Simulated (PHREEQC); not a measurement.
Make-up at 20 °C: 0.04 mol NaH2PO4 and 0.0031 mol NaOH per kg of water. Closed to the air; pH follows from the charge balance.

Equilibrium calculation in PHREEQC: ion-association model, phreeqc.dat.

```json
[
 {"quantity": "pH", "before": "5.88", "after": "5.30"},
 {"quantity": "ionic strength (mol/kgw)", "before": "0.0460", "after": "0.0461"},
 {"quantity": "HPO4-2 (mol/kgw)", "before": "0.00299", "after": "0.000820"},
 {"quantity": "NaHPO4- (mol/kgw)", "before": "0.000119", "after": "3.26e-5"},
 {"quantity": "H3PO4 (mol/kgw)", "before": "5.49e-6", "after": "2.25e-5"}
]
```

### Question
Which change was made?
(A) 0.0023 mol/kgw KHF2 added
(B) NaOH from 0.0031 to 0.00062 mol/kgw
(C) 0.028 mol/kgw NaCl added
(D) temperature from 20 to 40 °C
(E) NaOH left out

### Answer
A, 0.0023 mol/kgw KHF2 added

Precipitation was switched off in this run.
